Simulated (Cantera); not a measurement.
Diamond growth

A diamond (100) surface in a fixed gas of H2 with x(CH4) = 0.023, x(H) = 0.0065, x(CH3) = 0.0011, 13.5 Torr; coverages are run to steady state.

Detailed kinetics in Cantera: the Harris–Goodwin 1993 mechanism for the reconstructed diamond (100) surface.

```
T (K)  growth (µm/h)  θ c6HH  θ c6H*  θ c6*H   θ c6**    θ c6HM
-----  -------------  ------  ------  ------  -------  --------
925             6.05   0.577  0.0105   0.271  0.00451     0.108
1000            8.58   0.537  0.0164   0.335  0.00835    0.0754
1075            9.13   0.500  0.0237   0.398   0.0141    0.0430
1150            6.17   0.464  0.0322   0.456   0.0221    0.0155
1225            3.73   0.423  0.0407   0.496   0.0316   0.00393
1300            3.24   0.383  0.0489   0.522   0.0422  0.000921
1375            3.19   0.348  0.0568   0.539   0.0540  0.000216
```
θ: site fractions in the mechanism's names (c6HH fully hydrogenated, c6H* and c6*H radical sites, c6** diradical, c6HM methylated).
